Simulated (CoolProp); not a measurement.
Vapour-liquid equilibrium of C2F6 (R116) (1) + propane (2) at -49.85 °C; x and y are mole fractions of (1).

Computed with CoolProp (multi-fluid Helmholtz-energy mixture model, Lemmon 2006 and Lemmon 2009; pair parameters Bell 2016).

| x | bubble pressure, mixture model (bar) | bubble pressure, Raoult's law (bar) | y, mixture model | y, Raoult's law |
|---|---|---|---|---|
| 0.05 | 1.768 | 0.8614 | 0.601 | 0.216 |
| 0.125 | 2.647 | 1.087 | 0.740 | 0.428 |
| 0.2 | 3.043 | 1.313 | 0.778 | 0.567 |
| 0.275 | 3.207 | 1.539 | (withheld) | 0.665 |
| 0.35 | 3.272 | 1.766 | 0.798 | 0.738 |
| 0.425 | 3.306 | 1.992 | 0.802 | 0.795 |
| 0.5 | 3.339 | 2.218 | 0.806 | 0.840 |
| 0.575 | 3.384 | 2.444 | (withheld) | 0.876 |
| 0.65 | 3.443 | 2.670 | 0.824 | 0.907 |
| 0.725 | 3.514 | 2.896 | (withheld) | 0.932 |
| 0.8 | 3.590 | 3.122 | 0.868 | 0.954 |
| 0.875 | 3.659 | 3.348 | 0.905 | 0.973 |
| 0.95 | (withheld) | 3.574 | 0.956 | 0.990 |

Some entries are withheld; supply them.


- 0.275, y, mixture model: 0.792
- 0.575, y, mixture model: 0.813
- 0.725, y, mixture model: 0.842
- 0.95, bubble pressure, mixture model (bar): 3.710

The largest gap from Raoult's law is +143.5 % in bubble pressure, at x = 0.125. No azeotrope shows between x = 0.05 and 0.95.

The pair parameters rest on a limited set of measurements; away from them the model extrapolates. With so large a gap from Raoult's law the liquid may split in two, which this calculation doesn't test in full.
